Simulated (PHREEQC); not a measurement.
Sulfide liquor

A solution holds 0.0023 mol NH4HS and 3e-05 mol FeCl2 per kg of water, at 25 °C. Closed to the air; pH follows from the charge balance.

Model: ion-association model, phreeqc.dat, run in PHREEQC.

Precipitation was switched off in this run.

**Question.** What pH does the model give?

**Answer.** pH 8.08.

**Question.** In which forms is S present?

**Answer.** HS- 91 %, H2S 6.2 %, Fe(HS)2 2.1 %, Fe(HS)3- 0.7 % of the S.

Examples of supersaturated solids here: Mackinawite, FeS(ppt). Others may be too.
